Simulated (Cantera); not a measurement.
A closed system holds: 1 mol Si3N4, 0.19 mol CO2, 330 mol N2, 0.0022 mol O2, held at 1200 °C and 2.40 bar.

Equilibrium computed with Cantera from the NASA thermochemical tables; the gas is ideal and each condensed phase is pure. Candidate condensed phases: C, Si, SiC, SiO2, Si2N2O, Si3N4; 34 gas species. Mutual solubility and eutectic melting of coexisting phases are not modelled. Rates play no part.

Base state: N2 1.000, CO 3.07e-5 (mole fractions); condensed: C(graphite) + Si2N2O(s) + Si3N4(s).

What changes in the equilibrium state with this change: temperature from 1200 °C to 1375 °C?


| species | before | after |
|---|---|---|
| N2 | 1.000 | 0.999 |
| CO | 3.07e-5 | 0.000520 |
| C(graphite), mol | 0.180 | 0.0182 |
| Si2N2O(s), mol | 0.374 | 0.212 |
| Si3N4(s), mol | 0.750 | 0.858 |
